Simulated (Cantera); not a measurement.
A Cantera script and its output.

```python
import numpy as np
import cantera as ct

gas = ct.Solution("gri30.yaml")
gas.TPX = 373, 101325, {'CO': 1, 'H2': 0.68, 'O2': 1.01, 'N2': 3.81}
inlet = ct.Reservoir(gas, clone=True)
gas.equilibrate("HP")  # start burning
reactor = ct.IdealGasConstPressureReactor(gas, energy="on", clone=False)
exhaust = ct.Reservoir(gas, clone=True)
tau = [0.053, 0.023, 0.0096, 0.0041, 0.0017, 0.00074, 0.00032, 0.00013, 5.7e-05][0]
for a, b in ((inlet, reactor), (reactor, exhaust)):
    ct.MassFlowController(a, b, mdot=lambda t: reactor.mass / tau)
net = ct.ReactorNet([reactor])
show = ['CO', 'H2', 'O2', 'O', 'H', 'N2O', 'CO2']

rows = []
print(f"{'tau/s':>10s}{'T/K':>9s}" + "".join(f"{s:>11s}" for s in show))
for tau in [0.053, 0.023, 0.0096, 0.0041, 0.0017, 0.00074, 0.00032, 0.00013, 5.7e-05]:
    net.initial_time = 0.0
    net.advance(30 * tau)
    before = gas.X
    net.advance(40 * tau)
    drift = np.max(np.abs(gas.X - before) / (gas.X + 1e-9))
    rows.append([gas.T, *gas[show].X, drift])
    print(f"{tau:10.3e}{gas.T:9.1f}" + "".join(f"{x:11.3e}" for x in gas[show].X))
```

Output:

```
     tau/s      T/K         CO         H2         O2          O          H        N2O        CO2
 5.300e-02   2270.3  1.286e-02  1.632e-03  3.412e-02  1.145e-03  4.996e-04  2.813e-07  1.621e-01
 2.300e-02   2244.1  1.575e-02  2.039e-03  3.588e-02  1.504e-03  7.285e-04  2.832e-07  1.589e-01
 9.600e-03   2193.6  2.086e-02  2.816e-03  3.854e-02  2.247e-03  1.277e-03  2.728e-07  1.530e-01
 4.100e-03   2120.3  2.761e-02  3.963e-03  4.188e-02  3.483e-03  2.373e-03  2.470e-07  1.453e-01
 1.700e-03   2022.0  3.555e-02  5.508e-03  4.582e-02  5.391e-03  4.463e-03  2.144e-07  1.360e-01
 7.400e-04   1909.6  4.331e-02  7.206e-03  4.987e-02  7.778e-03  7.764e-03  1.852e-07  1.268e-01
 3.200e-04   1775.8  5.154e-02  8.973e-03  5.454e-02  1.050e-02  1.268e-02  1.595e-07  1.168e-01
 1.300e-04   1599.4  6.464e-02  1.074e-02  6.241e-02  1.263e-02  1.865e-02  1.363e-07  1.015e-01
 5.700e-05   1341.5  9.931e-02  1.583e-02  8.398e-02  9.074e-03  1.706e-02  9.777e-08  6.395e-02
```

Detailed kinetics in Cantera: GRI-Mech 3.0 (53 species, 325 reactions).
